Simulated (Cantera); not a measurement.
# Reactions in the system Cl-Fe-H

Cantera with NASA thermochemical tables; ideal gases at 1 bar, condensed phases pure. Values are per mole of reaction as written; species without (g) are pure solids or liquids, kept so even where they would boil at 1 bar.

2 FeCl2 + 2 HCl(g) = H2(g) + 2 FeCl3(g)

```tsv
T (K)	ΔH° (kJ)	ΔS° (J/K)	ΔG° (kJ)	log10 K	condensed phases
300	362.0	209.2	299.2	-52.10	FeCl2(s)
1250	232.3	61.6	155.4	-6.49	FeCl2(l)
1275	230.5	60.1	153.8	-6.30	FeCl2(l)
1300	228.6	58.7	152.3	-6.12	FeCl2(l)
1325	226.8	57.3	150.9	-5.95	FeCl2(l)
1350	225.0	55.9	149.5	-5.78	FeCl2(l)
1375	223.1	54.6	148.1	-5.63	FeCl2(l)
1400	221.3	53.2	146.8	-5.48	FeCl2(l)
1425	219.4	51.9	145.4	-5.33	FeCl2(l)
1450	217.6	50.6	144.2	-5.19	FeCl2(l)
1475	215.7	49.4	142.9	-5.06	FeCl2(l)
```
